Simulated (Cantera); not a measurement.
A freely propagating, adiabatic, planar premixed flame of 10.2 % CH4, 7.55 % CO, 17.2 % O2, 65.0 % N2, equivalence ratio 1.4, unburnt at 550 K and 17000 Pa; mixture-averaged transport, grid criteria slope 0.08 and curve 0.16, no radiation.

Model: GRI-Mech 3.0 (53 species, 325 reactions), integrated in Cantera. Burning velocities carry a grid error of a few per cent, more on coarse grids.

x: mole fraction of selected species; z is measured from the peak of heat release.

```tsv
z (mm)	T (K)	u (m/s)	x CH4	x CO	x O2	x C2H2	x HO2	x HCO
-4.80	550	1.47	0.102	0.0754	0.172	<1e-8	3.08e-7	<1e-8
-3.20	551	1.48	0.102	0.0752	0.172	1.55e-8	5.29e-6	<1e-8
-2.40	557	1.50	0.101	0.0749	0.171	1.57e-7	2.20e-5	<1e-8
-1.60	617	1.68	0.0963	0.0752	0.166	3.56e-6	4.92e-5	<1e-8
-0.801	1003	2.78	0.0697	0.0855	0.137	6.13e-5	5.17e-5	2.09e-6
-0.400	1394	3.92	0.0387	0.103	0.0974	0.000200	0.000111	3.39e-5
0	1749	4.97	0.0111	0.120	0.0527	0.000393	7.13e-5	9.47e-5
0.400	1920	5.46	[?]	0.123	[?]	[?]	[?]	[?]
0.801	1967	5.58	0.000112	0.115	0.0114	2.92e-5	1.20e-6	6.68e-6
1.60	1988	5.61	5.18e-7	0.103	0.00510	3.20e-7	3.68e-7	1.15e-7
3.20	2002	5.63	<1e-8	0.0966	[?]	<1e-8	[?]	6.63e-8
6.41	2018	5.66	<1e-8	0.0956	0.00335	<1e-8	2.57e-7	6.19e-8
12.8	2043	5.72	<1e-8	0.0958	0.00289	<1e-8	2.26e-7	5.55e-8
```

Q: Complete the blanks.

A: 
- 0.400, x CH4: 0.00146
- 0.400, x O2: 0.0239
- 0.400, x C2H2: 0.000192
- 0.400, x HO2: 1.07e-5
- 0.400, x HCO: 4.70e-5
- 3.20, x O2: 0.00374
- 3.20, x HO2: 2.84e-7
